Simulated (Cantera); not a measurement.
Cantera run, input and output.

```python
import numpy as np
import cantera as ct

gas = ct.Solution("gri30.yaml")


def delay(T, t_max=10):
    gas.TPX = T, 1100000, {'CO': 1, 'H2': 0.24, 'CH4': 0.34, 'O2': 2.45, 'N2': 14.7, 'H2O': 0.97}
    reactor = ct.IdealGasConstPressureReactor(gas, clone=False)
    net = ct.ReactorNet([reactor])
    net.rtol, net.atol = 1e-8, 1e-16
    while net.time < t_max:
        t_old, T_old = net.time, reactor.T
        net.step()
        if reactor.T > T + 400:  # ignition: a rise of 400 K
            return t_old + (T + 400 - T_old) / (reactor.T - T_old) * (net.time - t_old)
    return np.nan


taus = []
for T in [1300, 1350, 1400, 1450, 1500, 1550, 1600, 1650, 1700, 1750]:
    taus.append(delay(T))
    print(f"T0 = {T:6g} K   tau = {taus[-1]:.4e} s")
```

Result:

```
T0 =   1300 K   tau = 1.6211e-04 s
T0 =   1350 K   tau = 1.0251e-04 s
T0 =   1400 K   tau = 6.8101e-05 s
T0 =   1450 K   tau = 4.7094e-05 s
T0 =   1500 K   tau = 3.3696e-05 s
T0 =   1550 K   tau = 2.4852e-05 s
T0 =   1600 K   tau = 1.8846e-05 s
T0 =   1650 K   tau = 1.4669e-05 s
T0 =   1700 K   tau = 1.1703e-05 s
T0 =   1750 K   tau = 9.5577e-06 s
```

Cantera simulation using GRI-Mech 3.0 (53 species, 325 reactions); the numbers are that mechanism's predictions, not measurements. Where the delays flatten at high temperature, the 400 K rule measures the pace of heat release, not the induction time.
